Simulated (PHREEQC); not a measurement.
Solution A (80 mmol/kgw NaHSO4 and 3.8 mmol/kgw Na2HPO4) is mixed with solution B (0.041 mol Pb(NO3)2 and 9e-05 mol HF per kg of water) at 25 °C; shares are by mass of water, 1 kg in all. Oxygen alone is held at its pressure in air (log pO2 = -0.68). No CO2 enters from the air. The run lets PbF2, Pb(OH)2, Anglesite, Hxypyromorphite, Larnakite, Mirabilite precipitate or redissolve, and no other solid.

All values are PHREEQC results (ion-association model, wateq4f.dat), not measurements.

```
share of solution B    pH  Anglesite (mol)  S in solution (mol/kgw)  F- (mol/kgw)
-------------------  ----  ---------------  -----------------------  ------------
0                    1.57                0                   0.0800             0
0.1                  1.58          0.00408                   0.0679       3.11e-7
0.2                  1.60          0.00818                   0.0558       6.34e-7
0.3                  1.62           0.0123                   0.0437       9.70e-7
0.4                  1.63           0.0164                   0.0316       1.32e-6
0.5                  1.65           0.0205                   0.0195       1.68e-6
0.6                  1.67           0.0246                  0.00744       2.05e-6
0.7                  1.73           0.0239                  5.88e-5       2.73e-6
0.8                  1.91           0.0160                  2.20e-5       4.67e-6
0.9                  2.21          0.00798                  1.56e-5       9.89e-6
1                    4.11                0                        0       7.04e-5
```

Anglesite from share of solution B = 0.05 (pH 1.58), last present at share of solution B = 0.95.

H3PO4, which wateq4f.dat lacks, is added to it with the constant of phreeqc.dat. The database has no phosphate complexes of Pb.
